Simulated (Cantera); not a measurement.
## Thermodynamics of silicon oxide and oxynitride deposition, feed SiCl₄ + O₂ + N₂

Charge: 1 mol SiCl₄, 0.15 mol O₂, 6.2 mol N₂, equilibrated at 1.00 Torr.

These are equilibrium values from Cantera (NASA tables, ideal gas, pure condensed phases), not measurements of a reactor. Candidate condensed phases: Si, SiO₂, Si₂N₂O, Si₃N₄; 23 gas species. Kinetics and transport are ignored.

```csv
T (K),x N₂,x SiCl₄,x Cl₂,x Cl,x SiCl₃,n SiO₂(α-quartz),n SiO₂(β-quartz)
800,0.844,0.116,0.0408,5.17e-5,3.15e-12,0.150,0
825,0.843,0.116,0.0408,9.08e-5,1.08e-11,0.150,0
850,0.843,0.116,0.0407,0.000154,3.43e-11,0,0.150
875,0.843,0.116,0.0407,0.000254,1.02e-10,0,0.150
900,0.843,0.116,0.0406,0.000408,2.87e-10,0,0.150
925,0.843,0.116,0.0405,0.000638,7.59e-10,0,0.150
950,0.843,0.116,0.0403,0.000973,1.91e-9,0,0.150
975,0.843,0.116,0.0401,0.00145,4.60e-9,0,0.150
1000,0.843,0.116,0.0397,0.00212,1.06e-8,0,0.150
1025,0.842,0.115,0.0392,0.00304,2.34e-8,0,0.150
```
x: gas mole fraction; n: condensed amount in mol.

From 800 K to 825 K the condensed part is SiO₂(α-quartz). From 850 K to 1025 K the condensed part is SiO₂(β-quartz). The main Si-bearing gas is SiCl₄ throughout.
